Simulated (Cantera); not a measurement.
Source: NASA polynomial tables (part measured, part estimated), evaluated in Cantera. Values are per mole of reaction as written; species without (g) are pure solids or liquids, kept so even where they would boil at 1 bar.

### Question
Between 300 and 1523 K, where is each reaction favourable under standard conditions?
- 2 Pb + CCl4(g) = 2 PbCl2(g) + C

### Answer
- 2 Pb + CCl4(g) = 2 PbCl2(g) + C: ΔG° is -312 kJ at 300 K and -512 kJ at 1523 K; it stays negative (K > 1). ΔH° is -293 kJ and ΔS° 144 J/K at 1523 K.
